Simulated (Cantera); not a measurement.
An isothermal plug-flow reactor at 798 K and 0.987 atm (inlet), inlet velocity 0.91 m/s, active area per volume 580 1/m; feed CH4 : O2 : N2 : H2O = 0.0031 : 0.012 : 0.79 : 0.051 (molar parts).

Detailed kinetics in Cantera: Deutschmann's 1995 Pt surface mechanism with GRI-Mech 3.0 gas chemistry. Catalytic surfaces can have several steady states; this one follows from the mechanism file's or the stated starting coverage. Mass transfer to the wall is taken as infinitely fast.

What does this change do: area per volume 580 to 180 1/m?


| quantity | before | after |
|---|---|---|
| x(CH4) at z = 0.03 m | 0.00316 | 0.00347 |
| x(O2) at z = 0.03 m | 0.0131 | 0.0137 |
| x(H2O) at z = 0.03 m | 0.0605 | 0.0599 |
| x(CO2) at z = 0.03 m | 0.000458 | 0.000146 |
| x(CO) at z = 0.03 m | 5.64e-7 | 6.16e-7 |
| θ(free Pt) at the exit | 0.0778 | 0.0766 |
| θ(O*) at the exit | 0.915 | 0.916 |
| θ(OH*) at the exit | 0.00708 | 0.00700 |

What does this change do: temperature 798 to 1050 K?


| quantity | before | after |
|---|---|---|
| x(CH4) at z = 0.03 m | 0.00316 | 2.34e-6 |
| x(O2) at z = 0.03 m | 0.0131 | 0.00684 |
| x(H2O) at z = 0.03 m | 0.0605 | 0.0668 |
| x(CO2) at z = 0.03 m | 0.000458 | 0.00358 |
| x(CO) at z = 0.03 m | 5.64e-7 | 5.53e-9 |
| θ(free Pt) at the exit | 0.0778 | 0.416 |
| θ(O*) at the exit | 0.915 | 0.579 |
| θ(OH*) at the exit | 0.00708 | 0.00483 |
